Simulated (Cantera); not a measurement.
A closed system holds: 1 mol CHF3, 0.82 mol H2, held at 0.0570 Torr.

Equilibrium computed with Cantera from the NASA thermochemical tables; the gas is ideal and each condensed phase is pure. Candidate condensed phases: C, C6H6, C7H8, C8H18; 110 gas species. Ions and electrons are included (thermal ionisation). Kinetics and transport are ignored.

Q: Which condensed phases are stable at each of these points (T (°C)): 2227, 2727, 3227, 3727, 4227, 4727?

A: 
| T (°C) | condensed phases | C condensed (%) |
|---|---|---|
| 2227 | C(graphite) | 90.4 |
| 2727 | gas only | 0.0 |
| 3227 | gas only | 0.0 |
| 3727 | gas only | 0.0 |
| 4227 | gas only | 0.0 |
| 4727 | gas only | 0.0 |

At 2227 °C the condensed part is C(graphite). From 2727 °C to 4727 °C nothing is condensed.
